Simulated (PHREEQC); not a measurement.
Make-up at 20 °C: 0.0028 mol/kgw CsOH, 0.00045 mol/kgw K2SiO3 and 0.00024 mol/kgw Na2CO3. Closed to the air; pH follows from the charge balance.

Equilibrium calculation in PHREEQC: ion-association model, wateq4f.dat.

This is a speciation only: nothing precipitates in the calculation.

Problem. Predict the pH, ionic strength.

Solution. pH 11.65; ionic strength 0.00442 mol/kgw.

Problem. In which forms is C present?

Solution. CO3-2 95 %, HCO3- 4.1 % of the C.
